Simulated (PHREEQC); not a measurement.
Model water analysis in mg/L, 25 °C, pH 6.16, pe 9: Na 11.5; K 0.0906; Ca 4.67; Mg 7.88; Cl 3.56; S(6) as SO4 10.8; Alkalinity as HCO3 65.2; Li 0.00335; N(5) as NO3 0.0976; Si as SiO2 0.102.

Valence states are taken as typed.

The numbers come from PHREEQC with the ion-association model, phreeqc.dat.

The ionic strength comes out as 0.00191 mol/kgw. What activity coefficients do Mg+2, NO3-, CaHCO3+, HCO3-, K+ get?

Mg+2 0.83, NO3- 0.95, CaHCO3+ 0.95, HCO3- 0.95, K+ 0.95.

This is a speciation only: nothing precipitates in the calculation.
